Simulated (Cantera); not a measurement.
Cantera run:

```python
import numpy as np
import cantera as ct

gas_names = """
    F F2 FS2F,fluorodisu N NF NF2 NF3 N2 S SF SF2 SF3 SF4 SF5 SF6 SN S2 S2F2,thiothiony S8 Si SiF SiF2
    SiF3 SiF4 SiN SiS Si2 Si2N Si3
""".split()
cond_names = """
    S(cr1) S(cr2) S(L) Si(cr) Si(L) Si3N4(a)
""".split()


# ... load() reads the species with a 1 bar reference pressure and builds the phases ...
atoms = {
    'Si': {'Si': 1},
    'SF6': {'S': 1, 'F': 6},
    'N2': {'N': 2},
}
top_T = {'Si3N4(a)': 2400}  # K; cautious upper limits of use, not melting points


# ... equilibrate(T, P, feed) seeds the gas with the atoms and calls Mixture.equilibrate('TP', solver="vcs", rtol=1e-11, max_steps=5000) ...
results = []
feed = {'Si': 1, 'SF6': 3.2, 'N2': 0.12}  # mol
T = 723  # K
P = 380  # Pa
mix = equilibrate(T, P, feed)
results.append((T, P, feed, dict(zip(mix.species_names, mix.species_moles))))
x = sorted(zip(gas.X, gas.species_names), reverse=True)
print(f"T = {T:g} K  P = {P:g} Pa  gas = {mix.phase_moles(0):.4g} mol")
print("   x: " + "  ".join(f"{s} {v:.3e}" for v, s in x if v > 1e-06))
print("   condensed (mol): " + ("  ".join(f"{mix.phase(i).name} {mix.phase_moles(i):.4g}"
      for i in range(1, mix.n_phases) if mix.phase_moles(i) > 1e-12) or "none"))
```

It prints:

```
T = 723 K  P = 380 Pa  gas = 4.3 mol
   x: SF4 4.404e-01  SF6 2.938e-01  SiF4 2.326e-01  N2 2.791e-02  S2F2,thiothiony 4.763e-03  SF3 3.096e-04  SF2 2.461e-04  SF5 1.115e-06
   condensed (mol): none
```

These are equilibrium values from Cantera (NASA tables, ideal gas, pure condensed phases), not measurements of a reactor. The tables' values for S2F2 (SSF2), SF3 are old estimates; treat these amounts as uncertain.
